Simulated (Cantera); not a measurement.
A closed system holds: 1 mol CH3SiH3, 7.4 mol H2, held at 3.90 mbar.

Method: chemical equilibrium by Gibbs-energy minimisation in Cantera with the NASA 1993 tables (ideal gas, pure condensed phases). Candidate condensed phases: C, C6H6, C7H8, C8H18, Si, SiC; 87 gas species. The feed counts by its element totals alone. Equilibrium is a limit: real reactors are often held back by kinetics, nucleation or transport. All values below are at 752 °C.

Base state: H2 1.00 (mole fractions); condensed: SiC(s).

### Question
What changes in the equilibrium state with this change: CH3SiH3 replaced by SiH4?

### Answer
```tsv
species	before	after
H2	1.00	1.00
SiC(s), mol	1.000	0
Si(s), mol	0	1.00
```
